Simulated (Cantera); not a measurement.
Feed: 1 mol ZrO2, 3.4 mol H2, 18 mol N2, at 1600 K and 22.0 mbar.

These are equilibrium values from Cantera (NASA tables, ideal gas, pure condensed phases), not measurements of a reactor. Candidate condensed phases: H2O, Zr, ZrN, ZrO2; 28 gas species. Rates play no part.

Base state: N2 0.841, H2 0.159, H 0.000146 (mole fractions); condensed: ZrO2(tetragonal).

Task: What changes in the equilibrium state with this change: temperature from 1600 K to 2098.15 K?

Result: 
| species | before | after |
|---|---|---|
| N2 | 0.841 | 0.838 |
| H2 | 0.159 | 0.154 |
| H | 0.000146 | 0.00815 |
| H2O | 2.85e-6 | 1.97e-5 |
| ZrO2(tetragonal), mol | 1.000 | 1.000 |
| ZrN(s), mol | 0 | 0.000211 |
Mutual solubility and eutectic melting of coexisting phases are not modelled. ZrN: taken at fixed stoichiometry. Condensed phases not in the tables: solid solutions among these carbides, nitrides and lower oxides.
